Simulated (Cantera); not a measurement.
**NO annealing gas**

An isothermal, constant-pressure homogeneous reactor starts with NO : N2 = 1 : 1.1 (molar parts), at 1600 K and 0.0120 bar.

Detailed kinetics in Cantera: GRI-Mech 3.0 (53 species, 325 reactions). Radical loss at walls, strong at low pressure, is not modelled.

```json
[
 {"t (s)": "3.00e-6", "x NO": "0.476", "x O2": "<1e-12", "x N2O": "2.52e-10", "x O": "2.52e-10", "x N2": "0.524"},
 {"t (s)": "3.00e-5", "x NO": "0.476", "x O2": "<1e-12", "x N2O": "2.52e-9", "x O": "2.51e-9", "x N2": "0.524"},
 {"t (s)": "0.000300", "x NO": "0.476", "x O2": "2.96e-12", "x N2O": "2.51e-8", "x O": "2.51e-8", "x N2": "0.524"},
 {"t (s)": "0.00300", "x NO": "0.476", "x O2": "2.91e-10", "x N2O": "2.51e-7", "x O": "2.47e-7", "x N2": "0.524"},
 {"t (s)": "0.0300", "x NO": "0.476", "x O2": "2.92e-8", "x N2O": "2.48e-6", "x O": "2.14e-6", "x N2": "0.524"},
 {"t (s)": "0.300", "x NO": "0.476", "x O2": "5.94e-6", "x N2O": "2.14e-5", "x O": "8.34e-6", "x N2": "0.524"},
 {"t (s)": "3.00", "x NO": "0.476", "x O2": "0.000221", "x N2O": "7.20e-5", "x O": "1.16e-5", "x N2": "0.524"},
 {"t (s)": "30.0", "x NO": "0.471", "x O2": "0.00267", "x N2O": "7.21e-5", "x O": "1.38e-5", "x N2": "0.526"},
 {"t (s)": "300", "x NO": "0.424", "x O2": "0.0260", "x N2O": "5.52e-5", "x O": "2.54e-5", "x N2": "0.550"}
]
```
x: mole fraction; the columns are a selection and need not sum to one.

Equilibrium at this temperature and pressure: NO 0.00203, O2 0.237, N2O 1.30e-8, O 6.49e-5, N2 0.761 (gas phase only).
